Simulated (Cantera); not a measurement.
Input: 1 mol SiH4, 25 mol NH3, 3.2 mol N2, equilibrated at 1698.15 K and 2.10 mbar.

Method: chemical equilibrium by Gibbs-energy minimisation in Cantera with the NASA 1993 tables (ideal gas, pure condensed phases). Candidate condensed phases: Si, Si3N4; 18 gas species. The numbers say what is thermodynamically allowed, not how fast it happens.

Base state: H2 0.713, N2 0.284, H 0.00267, Si 0.000313, SiH 1.89e-5 (mole fractions); condensed: Si(l).

Problem. What changes in the equilibrium state with this change: temperature from 1698.15 K to 1600 K?

Solution. 
```tsv
species	before	after
H2	0.713	0.723
N2	0.284	0.276
H	0.00267	0.00101
Si	0.000313	2.99e-5
SiH	1.89e-5	2.54e-6
Si(l), mol	0.980	0
Si3N4(s), mol	0	0.333
```
